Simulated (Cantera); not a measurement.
Charge: 1 mol Fe₂O₃, 0.97 mol CO, 0.31 mol C, equilibrated at 0.293 Torr.

Method: chemical equilibrium by Gibbs-energy minimisation in Cantera with the NASA 1993 tables (ideal gas, pure condensed phases). Candidate condensed phases: C, Fe, Fe(CO)₅, FeO, Fe₂O₃, Fe₃O₄; 15 gas species. The tables' stoichiometric FeO is somewhat more stable than real wüstite, so its field is too wide. FeO: taken at fixed stoichiometry. Rates play no part.

Problem. What share of the Fe ends up in condensed phases as a function of T (K), at 1650, 1750, 1850, 1950, 2050, 2150, 2250, 2350, 2450?

Solution. 
```json
[
 {"T (K)": "1650", "Fe condensed (%)": "99.9", "as": "FeO(l)"},
 {"T (K)": "1750", "Fe condensed (%)": "99.7", "as": "FeO(l)"},
 {"T (K)": "1850", "Fe condensed (%)": "99.0", "as": "FeO(l)"},
 {"T (K)": "1950", "Fe condensed (%)": "96.9", "as": "FeO(l)"},
 {"T (K)": "2050", "Fe condensed (%)": "90.7", "as": "FeO(l)"},
 {"T (K)": "2150", "Fe condensed (%)": "59.5", "as": "FeO(l)"},
 {"T (K)": "2250", "Fe condensed (%)": "0.0", "as": "-"},
 {"T (K)": "2350", "Fe condensed (%)": "0.0", "as": "-"},
 {"T (K)": "2450", "Fe condensed (%)": "0.0", "as": "-"}
]
```
